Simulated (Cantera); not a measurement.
A Cantera script and what it prints.

```python
import numpy as np
import cantera as ct

gas_names = """
    C CN CO CO2 C2 CCN CNC C2N2 C2O C3 C3O2 C4 C4N2 C5 N NCO NO NO2 NO3 N2 N2O O O2 O3 Pb PbO Pb2
""".split()
cond_names = """
    C(gr) Pb(cr) Pb(L) PbO(rd) PbO(yw) PbO(L) PbO2(s) Pb3O4(s)
""".split()


# ... load() reads the species with a 1 bar reference pressure and builds the phases ...
atoms = {
    'PbO': {'Pb': 1, 'O': 1},
    'CO': {'C': 1, 'O': 1},
    'N2': {'N': 2},
}
top_T = {'C(gr)': 4500, 'Pb3O4(s)': 820}  # K; cautious upper limits of use, not melting points


# ... equilibrate(T, P, feed) seeds the gas with the atoms and calls Mixture.equilibrate('TP', solver="vcs", rtol=1e-11, max_steps=5000) ...
results = []
feed = {'PbO': 1, 'CO': 1.8, 'N2': 11}  # mol
P = 1333.22  # Pa
for T in [1150, 1200, 1250, 1300, 1350, 1400, 1450, 1500, 1550, 1600, 1650, 1700, 1750, 1800]:
    mix = equilibrate(T, P, feed)
    results.append((T, P, feed, dict(zip(mix.species_names, mix.species_moles))))

top = {s: max(r[3][s] / sum(r[3][g] for g in gas_names) for r in results) for s in gas_names}
cols = sorted((s for s in top if top[s] > 1e-06), key=lambda s: -top[s])[:6]
seen = [c for c in cond_names if any(r[3].get(c, 0) > 1e-12 for r in results)]
print("log10 of partial pressures in bar; condensed amounts in mol")
print(f"{'T/K':>10s}" + "".join(f"{s[:9]:>10s}" for s in cols + seen))
for T, P, feed, n in results:
    ng = sum(n[g] for g in gas_names)
    print(f"{T:10.4g}" + "".join(f"{np.log10(max(n[s] / ng * P / 1e5, 1e-99)):10.3f}" for s in cols)
          + "".join(f"{n.get(c, 0):10.4g}" for c in seen))
```

It prints:

```
log10 of partial pressures in bar; condensed amounts in mol
       T/K        N2       CO2        Pb        CO       PbO        NO     Pb(L)
      1150    -1.950    -2.992    -3.538    -3.089    -8.090   -12.661    0.7156
      1200    -1.962    -3.004    -3.192    -3.101    -7.448   -11.961    0.3511
      1250    -1.974    -3.015    -3.015    -3.112    -7.001   -11.317         0
      1300    -1.974    -3.015    -3.015    -3.112    -6.751   -10.717         0
      1350    -1.974    -3.015    -3.015    -3.112    -6.521   -10.163         0
      1400    -1.974    -3.015    -3.015    -3.112    -6.307    -9.648         0
      1450    -1.974    -3.015    -3.015    -3.111    -6.109    -9.169         0
      1500    -1.974    -3.016    -3.016    -3.111    -5.924    -8.723         0
      1550    -1.974    -3.016    -3.016    -3.111    -5.753    -8.306         0
      1600    -1.974    -3.016    -3.016    -3.110    -5.592    -7.915         0
      1650    -1.974    -3.017    -3.017    -3.110    -5.443    -7.549         0
      1700    -1.974    -3.017    -3.017    -3.109    -5.303    -7.205         0
      1750    -1.974    -3.018    -3.018    -3.108    -5.172    -6.881         0
      1800    -1.974    -3.019    -3.019    -3.107    -5.049    -6.577         0
```

These are equilibrium values from Cantera (NASA tables, ideal gas, pure condensed phases), not measurements of a reactor.
